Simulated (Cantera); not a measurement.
What does this Cantera script print?

```python
import numpy as np
import cantera as ct

gas = ct.Solution("gri30.yaml")
gas.TPX = 1273, 101325, {'C2H4': 0.0042, 'O2': 0.014, 'N2': 1, 'H2O': 0.067}
reactor = ct.IdealGasConstPressureReactor(gas, energy="off", clone=False)
net = ct.ReactorNet([reactor])
net.rtol, net.atol = 1e-08, 1e-18
show = ['C2H4', 'O2', 'H', 'CH4', 'H2O2']
times = np.geomspace(0.0004, 200, 13)

steps = ct.SolutionArray(gas, extra=["t"])
rows = []
print(f"{'t/s':>10s}{'T/K':>9s}{'P/Pa':>11s}" + "".join(f"{s:>11s}" for s in show))
for t in times:
    while net.time < t:
        t_next = net.step()
        steps.append(gas.state, t=t_next)
    rows.append([np.interp(t, steps.t, y) for y in (steps.T, steps.P, *steps(*show).X.T)])
    print(f"{t:10.3e}{rows[-1][0]:9.1f}{rows[-1][1]:11.4g}" + "".join(f"{x:11.3e}" for x in rows[-1][2:]))
rate = np.gradient(steps.T, steps.t)
print("integrator steps:", len(steps.t))
if steps.T.max() > steps.T[0] + 200:
    print(f"time of steepest temperature rise: {steps.t[rate.argmax()]:.4e} s")
gas.TPX = 1273, 101325, {'C2H4': 0.0042, 'O2': 0.014, 'N2': 1, 'H2O': 0.067}
gas.equilibrate("TP")
print(f"equilibrium (TP): T = {gas.T:.1f} K  " + "  ".join(f"{s} {gas[s].X[0]:.3e}" for s in show))
```

Result:

```
       t/s      T/K       P/Pa       C2H4         O2          H        CH4       H2O2
 4.000e-04   1273.0  1.013e+05  3.848e-03  1.288e-02  4.924e-06  3.144e-07  1.683e-08
 1.194e-03   1273.0  1.013e+05  2.138e-04  7.055e-03  1.616e-04  2.366e-04  1.729e-07
 3.564e-03   1273.0  1.013e+05  1.153e-21  2.517e-03  3.214e-04  6.253e-13  4.310e-07
 1.064e-02   1273.0  1.013e+05  2.736e-19  1.514e-03  3.760e-05  3.266e-17  1.565e-07
 3.175e-02   1273.0  1.013e+05 -3.195e-26  1.323e-03  2.899e-06  8.803e-19  3.813e-08
 9.476e-02   1273.0  1.013e+05 -2.484e-30  1.292e-03  1.892e-07  7.246e-20  7.642e-09
 2.828e-01   1273.0  1.013e+05 -8.920e-33  1.289e-03  1.395e-08  8.440e-21  1.574e-09
 8.442e-01   1273.0  1.013e+05 -2.363e-34  1.289e-03  1.606e-09  2.073e-21  4.080e-10
 2.520e+00   1273.0  1.013e+05 -2.288e-35  1.289e-03  3.706e-10  9.361e-22  1.559e-10
 7.521e+00   1273.0  1.013e+05 -8.708e-36  1.289e-03  2.319e-10  1.792e-22  1.126e-10
 2.245e+01   1273.0  1.013e+05 -4.212e-36  1.289e-03  2.288e-10  5.266e-23  1.115e-10
 6.701e+01   1273.0  1.013e+05 -5.134e-37  1.289e-03  2.288e-10  1.363e-23  1.115e-10
 2.000e+02   1273.0  1.013e+05 -9.599e-40  1.289e-03  2.288e-10  1.467e-24  1.115e-10
integrator steps: 2509
equilibrium (TP): T = 1273.0 K  C2H4 1.892e-51  O2 1.276e-03  H 2.294e-10  CH4 3.406e-32  H2O2 1.109e-10
```

Detailed kinetics in Cantera: GRI-Mech 3.0 (53 species, 325 reactions). GRI-Mech 3.0 was tuned for natural gas; its chemistry of ethylene as a main component is partial and can be far from experiment.
